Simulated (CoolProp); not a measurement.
A single-stage vapour-compression cycle with the fluid: evaporating at 246.15 K (dew point), condensing at 290.15 K (bubble point), superheat 8 K, subcooling 8 K, compressor efficiency 0.65, no pressure losses. The same conditions are run with several fluids, on thermodynamics alone (safety and materials aside).

Values from CoolProp's reference Helmholtz-energy equation of state of each fluid (cis-2-butene: Lemmon 2005; fluoroethane (R161): Wu 2012; c-C4F8 (RC318): Platzer 1990; hydrogen sulfide: Lemmon 2006; R13: Platzer 1990; sulfur hexafluoride: Guder 2009). The equations of Platzer and Polt are older, rougher fits.

Task: Rank cis-2-butene, fluoroethane (R161), c-C4F8 (RC318), hydrogen sulfide, R13, sulfur hexafluoride by cooling COP, highest first.

Result: cis-2-butene (3.29), fluoroethane (R161) (3.18), c-C4F8 (RC318) (3.10), hydrogen sulfide (3.05), sulfur hexafluoride (2.81), R13 (2.60)

```json
[
 {"fluid": "cis-2-butene", "pressure ratio": "6.20", "discharge temperature (K)": "336.5", "refrigerating effect (kJ/kg)": "377", "volumetric capacity (kJ/m³)": "268"},
 {"fluid": "fluoroethane (R161)", "pressure ratio": "4.59", "discharge temperature (K)": "348.1", "refrigerating effect (kJ/kg)": "347", "volumetric capacity (kJ/m³)": "1330"},
 {"fluid": "c-C4F8 (RC318)", "pressure ratio": "6.19", "discharge temperature (K)": "297.5", "refrigerating effect (kJ/kg)": "92.5", "volumetric capacity (kJ/m³)": "346"},
 {"fluid": "hydrogen sulfide", "pressure ratio": "3.87", "discharge temperature (K)": "400.8", "refrigerating effect (kJ/kg)": "438", "volumetric capacity (kJ/m³)": "3190"},
 {"fluid": "R13", "pressure ratio": "3.21", "discharge temperature (K)": "321.8", "refrigerating effect (kJ/kg)": "80.6", "volumetric capacity (kJ/m³)": "4410"},
 {"fluid": "sulfur hexafluoride", "pressure ratio": "3.57", "discharge temperature (K)": "307.5", "refrigerating effect (kJ/kg)": "69.9", "volumetric capacity (kJ/m³)": "2980"}
]
```
